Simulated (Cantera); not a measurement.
A closed system holds: 1 mol Si, 0.47 mol H₂, held at 998.15 K and 1.00 bar.

Equilibrium computed with Cantera from the NASA thermochemical tables; the gas is ideal and each condensed phase is pure. Candidate condensed phases: Si; 9 gas species. Rates play no part.

### Question
What is the equilibrium state?

### Answer
| Quantity | Result |
|---|---|
| x(H₂) | 1.00 |
| n(Si(s)) | 1.00 mol |
| gas amount | 0.4700 mol |
